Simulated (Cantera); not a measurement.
Feed: 1 mol SiH2Cl2, 0.96 mol C3H8, 1500 mol H2, equilibrated at 0.133 bar.

These are equilibrium values from Cantera (NASA tables, ideal gas, pure condensed phases), not measurements of a reactor. Candidate condensed phases: C, C6H6, C7H8, C8H18, Si, SiC; 109 gas species. Gases not in the tables: Si2H6 and higher silanes. Equilibrium is a limit: real reactors are often held back by kinetics, nucleation or transport. All values below are at 2348 K.

Base state: H2 0.964, H 0.0332, HCl 0.00127, C2H2 (acetylene) 0.000910, Si 0.000530, SiH 6.42e-5, Cl 3.14e-5, SiH2 2.75e-5 (mole fractions); condensed: gas only.

### Question
What changes in the equilibrium state with this change: pressure from 0.133 bar to 0.0133 bar?

### Answer
```json
[
 {"species": "H2", "before": "0.964", "after": "0.896"},
 {"species": "H", "before": "0.0332", "after": "0.101"},
 {"species": "HCl", "before": "0.00127", "after": "0.00117"},
 {"species": "Si", "before": "0.000530", "after": "0.000586"},
 {"species": "CH4", "before": "1.01e-5", "after": "8.87e-7"},
 {"species": "SiH2", "before": "2.75e-5", "after": "2.83e-6"},
 {"species": "Cl", "before": "3.14e-5", "after": "9.43e-5"},
 {"species": "SiH", "before": "6.42e-5", "after": "2.16e-5"}
]
```

### Question
What changes in the equilibrium state with this change: pressure from 0.133 bar to 0.520 bar?

### Answer
| species | before | after |
|---|---|---|
| H2 | 0.964 | 0.980 |
| H | 0.0332 | 0.0170 |
| HCl | 0.00127 | 0.00130 |
| Si | 0.000530 | 0.000421 |
| CH4 | 1.01e-5 | 4.00e-5 |
| SiH2 | 2.75e-5 | 8.67e-5 |
| Si2C | 6.33e-6 | 1.54e-5 |
